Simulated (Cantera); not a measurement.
A closed system holds: 1 mol PbO, 0.049 mol H2, equilibrated at 750 K and 13.3 mbar.

These are equilibrium values from Cantera (NASA tables, ideal gas, pure condensed phases), not measurements of a reactor. Candidate condensed phases: H2O, Pb, PbO, PbO2, Pb3O4; 12 gas species. Kinetics and transport are ignored.

Base state: H2O 1.000, H2 4.85e-5 (mole fractions); condensed: Pb(l) + PbO(red).

Task: What changes in the equilibrium state with this change: temperature from 750 K to 1098.15 K?

Result: 
```csv
species,before,after
H2O,1.000,0.991
Pb,7.11e-7,0.00879
PbO,<1e-9,0.000442
H2,4.85e-5,0.000203
"Pb(l), mol",0.0490,0.0486
"PbO(red), mol",0.951,0
"PbO(yellow), mol",0,0.951
```
Mutual solubility and eutectic melting of coexisting phases are not modelled.
